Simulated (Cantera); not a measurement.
Cantera run:

```python
import numpy as np
import cantera as ct

gas_names = """
    B BO BO2 B2 B2O B2O2 B2O3 O O2 O3
""".split()
cond_names = """
    B(b) B(L) B2O3(L)
""".split()


# ... load() reads the species with a 1 bar reference pressure and builds the phases ...
atoms = {
    'B': {'B': 1},
    'O2': {'O': 2},
}
top_T = {}  # K; cautious upper limits of use, not melting points


# ... equilibrate(T, P, feed) seeds the gas with the atoms and calls Mixture.equilibrate('TP', solver="vcs", rtol=1e-11, max_steps=5000) ...
results = []
feed = {'B': 1, 'O2': 2.6}  # mol
P = 87  # Pa
for T in [1573, 1648, 1723, 1798, 1873, 1948, 2023, 2098, 2173, 2248, 2323, 2398]:
    mix = equilibrate(T, P, feed)
    results.append((T, P, feed, dict(zip(mix.species_names, mix.species_moles))))

top = {s: max(r[3][s] / sum(r[3][g] for g in gas_names) for r in results) for s in gas_names}
cols = sorted((s for s in top if top[s] > 0.0001), key=lambda s: -top[s])[:9]
seen = [c for c in cond_names if any(r[3].get(c, 0) > 1e-12 for r in results)]
print("log10 of partial pressures in bar; condensed amounts in mol")
print(f"{'T/K':>10s}" + "".join(f"{s[:9]:>10s}" for s in cols + seen))
for T, P, feed, n in results:
    ng = sum(n[g] for g in gas_names)
    print(f"{T:10.4g}" + "".join(f"{np.log10(max(n[s] / ng * P / 1e5, 1e-99)):10.3f}" for s in cols)
          + "".join(f"{n.get(c, 0):10.4g}" for c in seen))
```

Result:

```
log10 of partial pressures in bar; condensed amounts in mol
       T/K        O2         O      B2O3       BO2        BO   B2O3(L)
      1573    -3.111    -6.537    -4.047    -5.211    -9.324    0.2785
      1648    -3.169    -6.181    -3.751    -4.872    -8.539         0
      1723    -3.171    -5.831    -3.760    -4.690    -7.975         0
      1798    -3.175    -5.510    -3.774    -4.526    -7.460         0
      1873    -3.180    -5.216    -3.792    -4.379    -6.990         0
      1948    -3.187    -4.946    -3.817    -4.247    -6.559         0
      2023    -3.198    -4.698    -3.849    -4.131    -6.165         0
      2098    -3.213    -4.469    -3.890    -4.030    -5.804         0
      2173    -3.234    -4.260    -3.942    -3.944    -5.473         0
      2248    -3.262    -4.069    -4.009    -3.876    -5.171         0
      2323    -3.301    -3.897    -4.093    -3.826    -4.898         0
      2398    -3.352    -3.743    -4.201    -3.798    -4.652         0
```

Cantera equilibrium calculation (NASA polynomials, part measured and part estimated; ideal gas, pure solids and liquids).
